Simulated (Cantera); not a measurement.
Feed: 1 mol SiH2Cl2, 22 mol H2, equilibrated at 0.120 bar.

Method: chemical equilibrium by Gibbs-energy minimisation in Cantera with the NASA 1993 tables (ideal gas, pure condensed phases). Candidate condensed phases: Si; 19 gas species. The tables' values for SiCl3, SiCl are old estimates; treat these amounts as uncertain. Gases not in the tables: Si2H6 and higher silanes. Equilibrium is a limit: real reactors are often held back by kinetics, nucleation or transport.

log p: log10 of the partial pressure in bar; n: condensed amount in mol.

| T (K) | log p H2 | log p HCl | log p SiCl2 | log p SiCl4 | n Si(s) | n Si(l) |
|---|---|---|---|---|---|---|
| 1100 | -0.94 | -2.54 | -3.83 | [?] | 0.585 | 0 |
| 1150 | -0.94 | -2.42 | -3.56 | [?] | 0.621 | 0 |
| 1200 | -0.94 | -2.33 | -3.34 | [?] | 0.654 | 0 |
| 1250 | -0.95 | -2.26 | -3.16 | [?] | 0.680 | 0 |
| 1300 | -0.95 | -2.21 | -3.04 | [?] | 0.697 | 0 |
| 1350 | -0.95 | -2.18 | -2.96 | [?] | 0.705 | 0 |
| 1400 | -0.95 | -2.17 | -2.91 | [?] | 0.707 | 0 |
| 1450 | -0.95 | -2.16 | -2.88 | [?] | 0.706 | 0 |
| 1500 | -0.95 | -2.16 | -2.86 | [?] | 0.703 | 0 |
| 1550 | -0.95 | -2.16 | -2.84 | [?] | 0.699 | 0 |
| 1600 | -0.95 | -2.16 | -2.83 | [?] | 0.695 | 0 |
| 1650 | -0.95 | -2.16 | -2.82 | [?] | 0.691 | 0 |
| 1700 | -0.95 | -2.16 | -2.82 | [?] | 0 | 0.690 |
| 1750 | -0.95 | -2.15 | -2.84 | [?] | 0 | 0.702 |

Problem. What belongs in the gaps?

Solution. 
- 1100, log p SiCl4: -2.94
- 1150, log p SiCl4: -3.05
- 1200, log p SiCl4: -3.19
- 1250, log p SiCl4: -3.39
- 1300, log p SiCl4: -3.65
- 1350, log p SiCl4: -3.95
- 1400, log p SiCl4: -4.28
- 1450, log p SiCl4: -4.61
- 1500, log p SiCl4: -4.93
- 1550, log p SiCl4: -5.24
- 1600, log p SiCl4: -5.54
- 1650, log p SiCl4: -5.82
- 1700, log p SiCl4: -6.09
- 1750, log p SiCl4: -6.34
